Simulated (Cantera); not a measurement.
Cantera run, input and output.

```python
import numpy as np
import cantera as ct

gas = ct.Solution("gri30.yaml")


def delay(T, t_max=10):
    gas.TPX = T, 2800000, {'C2H4': 1, 'O2': 1.88, 'N2': 6.19, 'H2O': 0.86}
    reactor = ct.IdealGasConstPressureReactor(gas, clone=False)
    net = ct.ReactorNet([reactor])
    net.rtol, net.atol = 1e-8, 1e-16
    while net.time < t_max:
        t_old, T_old = net.time, reactor.T
        net.step()
        if reactor.T > T + 400:  # ignition: a rise of 400 K
            return t_old + (T + 400 - T_old) / (reactor.T - T_old) * (net.time - t_old)
    return np.nan


taus = []
for T in [1025, 1100, 1175, 1250, 1325, 1400, 1475, 1550, 1625, 1700]:
    taus.append(delay(T))
    print(f"T0 = {T:6g} K   tau = {taus[-1]:.4e} s")
```

It prints:

```
T0 =   1025 K   tau = 2.4320e-03 s
T0 =   1100 K   tau = 1.1975e-03 s
T0 =   1175 K   tau = 4.6034e-04 s
T0 =   1250 K   tau = 1.5002e-04 s
T0 =   1325 K   tau = 4.6601e-05 s
T0 =   1400 K   tau = 1.5141e-05 s
T0 =   1475 K   tau = 5.4138e-06 s
T0 =   1550 K   tau = 2.2764e-06 s
T0 =   1625 K   tau = 1.1993e-06 s
T0 =   1700 K   tau = 7.5880e-07 s
```

Model: GRI-Mech 3.0 (53 species, 325 reactions), integrated in Cantera. GRI-Mech 3.0 was tuned for natural gas; its chemistry of ethylene as a main component is partial and can be far from experiment. The pressure lies above the range GRI-Mech 3.0 was tuned for (to about 10 atm).
